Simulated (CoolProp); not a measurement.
Properties of R143a along the isotherm 500 K.

Values from CoolProp's reference Helmholtz-energy equation of state, Lemmon and Jacobsen 2000.

```json
[
 {"p (kPa)": "59.5", "phase": "gas", "density (kg/m³)": "1.205", "Joule-Thomson coefficient (K/MPa)": "4.101", "isothermal compressibility (1/MPa)": "16.83", "conductivity (mW/(m K))": "38.1", "Prandtl number": "0.605"},
 {"p (kPa)": "122", "phase": "gas", "density (kg/m³)": "2.474", "Joule-Thomson coefficient (K/MPa)": "4.101", "isothermal compressibility (1/MPa)": "8.222", "conductivity (mW/(m K))": "38.1", "Prandtl number": "0.606"},
 {"p (kPa)": "251", "phase": "gas", "density (kg/m³)": "5.106", "Joule-Thomson coefficient (K/MPa)": "4.101", "isothermal compressibility (1/MPa)": "4.009", "conductivity (mW/(m K))": "38.1", "Prandtl number": "0.609"},
 {"p (kPa)": "515", "phase": "gas", "density (kg/m³)": "10.55", "Joule-Thomson coefficient (K/MPa)": "4.101", "isothermal compressibility (1/MPa)": "1.967", "conductivity (mW/(m K))": "38.2", "Prandtl number": "0.614"},
 {"p (kPa)": "1060", "phase": "gas", "density (kg/m³)": "22.01", "Joule-Thomson coefficient (K/MPa)": "4.097", "isothermal compressibility (1/MPa)": "0.9687", "conductivity (mW/(m K))": "38.3", "Prandtl number": "0.626"},
 {"p (kPa)": "2170", "phase": "gas", "density (kg/m³)": "46.34", "Joule-Thomson coefficient (K/MPa)": "4.073", "isothermal compressibility (1/MPa)": "0.4863", "conductivity (mW/(m K))": "38.8", "Prandtl number": "0.653"},
 {"p (kPa)": "4460", "phase": "supercritical", "density (kg/m³)": "100.9", "Joule-Thomson coefficient (K/MPa)": "3.940", "isothermal compressibility (1/MPa)": "0.2489", "conductivity (mW/(m K))": "40.0", "Prandtl number": "0.721"},
 {"p (kPa)": "9160", "phase": "supercritical", "density (kg/m³)": "229.0", "Joule-Thomson coefficient (K/MPa)": "3.260", "isothermal compressibility (1/MPa)": "0.1253", "conductivity (mW/(m K))": "44.3", "Prandtl number": "0.909"},
 {"p (kPa)": "18800", "phase": "supercritical", "density (kg/m³)": "474.9", "Joule-Thomson coefficient (K/MPa)": "1.336", "isothermal compressibility (1/MPa)": "0.04206", "conductivity (mW/(m K))": "55.6", "Prandtl number": "1.28"}
]
```

Viscosity comes from a separate model (Klein 1997), an estimate that may be off by 10 % or more. Thermal conductivity comes from a separate model (McLinden 2000), an estimate that may be off by 10 % or more.
